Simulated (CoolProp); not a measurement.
Saturation properties of chlorine.

The numbers come from the reference Helmholtz-energy equation of state, Thol 2021 in CoolProp.

| T (K) | p (MPa) | liquid density (kg/m³) | vapour density (kg/m³) | enthalpy of vaporisation (kJ/kg) |
|---|---|---|---|---|
| 257.7 | 0.2145 | 1512 | ___ | 276.0 |
| 268.3 | 0.3130 | 1482 | 10.56 | 269.3 |
| 278.9 | 0.4426 | 1451 | 14.61 | 262.1 |
| 289.5 | 0.6089 | 1419 | 19.74 | 254.5 |
| 300.1 | ___ | 1387 | ___ | 246.4 |
| 310.7 | 1.074 | 1353 | 34.02 | 237.6 |
| 321.2 | 1.382 | 1318 | 43.56 | ___ |
| 331.8 | 1.752 | 1281 | 55.24 | ___ |
| 342.4 | 2.188 | 1242 | 69.39 | 206.8 |
| 353 | 2.696 | 1200 | 86.54 | 194.6 |

Fill in the missing entries.


- 257.7, vapour density (kg/m³): 7.430
- 300.1, p (MPa): 0.8176
- 300.1, vapour density (kg/m³): 26.13
- 321.2, enthalpy of vaporisation (kJ/kg): 228.3
- 331.8, enthalpy of vaporisation (kJ/kg): 218.0

It boils at 239.2 K under 1 atm.
